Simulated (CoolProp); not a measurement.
A Linde-Hampson liquefier for carbon monoxide: isothermal reversible compression at 250 K from 1 atm to 15 MPa, throttling to 1 atm, return gas leaving the recuperator 10 K below the feed. Each further row changes one setting.

Model: reference Helmholtz-energy equation of state, Lemmon 2006, in CoolProp. It is a short technical equation, of lower accuracy than the large ones.

```tsv
case	liquid yield per pass	compression work (kJ/kg of gas)
as stated	0.096	363
high pressure 30 MPa	0.144	415
warm-end temperature 280 K	0.063	412
warm-end gap 15 K	0.083	363
```
